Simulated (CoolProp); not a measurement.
Vapour-liquid equilibrium of CHF3 (R23) (1) + R227EA (2) at 0.657 MPa; x and y are mole fractions of (1).

Computed with CoolProp (multi-fluid Helmholtz-energy mixture model, Penoncello 2003 and Lemmon 2016; pair parameters Bell 2016).

```
x     bubble temperature, mixture model (°C)  bubble temperature, Raoult's law (°C)  y, mixture model  y, Raoult's law
----  --------------------------------------  -------------------------------------  ----------------  ---------------
0.05                                    28.0                                   24.5             0.242            0.353
0.15                                    10.5                                    6.6             0.584            0.679
0.25                                    -3.3                                   -5.4             0.767            0.818
0.35                                   -13.5                                  -14.1             0.860            0.890
0.45                                   -21.0                                  -20.9             0.910            0.930
0.55                                   -26.5                                  -26.3             0.940            0.956
0.65                                   -30.8                                  -30.7             0.959            0.972
0.75                                   -34.4                                  -34.5             0.973            0.984
0.85                                   -37.6                                  -37.8             0.985            0.992
0.95                                   -40.5                                  -40.6             0.995            0.998
```

The largest gap from Raoult's law is +3.9 K in bubble temperature, at x = 0.15. No azeotrope shows between x = 0.05 and 0.95.

Pair parameters are fitted to limited data, so mixtures are less certain than the pure fluids. The gap from Raoult's law changes sign with composition, which may be real or a fault of the pair parameters; it wasn't checked against measurements.
